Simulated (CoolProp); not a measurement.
n-perfluorohexane along the isotherm 176.85 °C: fugacity coefficient from the reference equation and from simpler models built on Tc = 174.9 °C, pc = 1.742 MPa, ω = 0.497; each cubic takes its own stable root.

Model: reference Helmholtz-energy equation of state, Gao 2022, in CoolProp.

```json
[
 {"p (MPa)": "0.0551", "phase": "gas", "reference": "0.9891"},
 {"p (MPa)": "0.0979", "phase": "gas", "reference": "0.9807"},
 {"p (MPa)": "0.174", "phase": "gas", "reference": "0.9657"},
 {"p (MPa)": "0.31", "phase": "gas", "reference": "0.9392"},
 {"p (MPa)": "0.551", "phase": "gas", "reference": "0.8925"},
 {"p (MPa)": "0.979", "phase": "gas", "reference": "0.8103"},
 {"p (MPa)": "1.74", "phase": "gas", "reference": "0.6590"},
 {"p (MPa)": "3.1", "phase": "supercritical", "reference": "0.4227"},
 {"p (MPa)": "5.51", "phase": "supercritical", "reference": "0.2879"},
 {"p (MPa)": "9.79", "phase": "supercritical", "reference": "0.2212"},
 {"p (MPa)": "17.4", "phase": "supercritical", "reference": "0.2085"}
]
```

Q: How far does each simpler model (Soave-Redlich-Kwong, Peng-Robinson) lie from the reference over these 11 states: mean and median of the absolute difference, and the worst?

A: 
- Soave-Redlich-Kwong: mean 5.3 %, median 0.8 %, worst +22.4 % at 176.85 °C and 17.4 MPa
- Peng-Robinson: mean 1.4 %, median 0.9 %, worst +3.8 % at 176.85 °C and 9.79 MPa
